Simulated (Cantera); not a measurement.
Boron, boron nitride and boron oxide: BF3 + H2

Feed: 1 mol BF3, 2.2 mol H2, held at 1325 K and 0.200 bar.

Method: chemical equilibrium by Gibbs-energy minimisation in Cantera with the NASA 1993 tables (ideal gas, pure condensed phases). Candidate condensed phases: B; 20 gas species. The tables' values for BF2 are old estimates; treat these amounts as uncertain. Equilibrium is a limit: real reactors are often held back by kinetics, nucleation or transport.

```
Quantity                             Value
-------------------------------  ---------
x(H2)                                0.681
x(BF3)                               0.306
x(HF)                              0.00674
x(BHF2)                            0.00648
x(BF2)                            0.000257
x(H)                               3.02e-6
x(BF)                              1.25e-6
gas amount                       3.200 mol
log10 activity of B(s) (absent)      -2.45
```
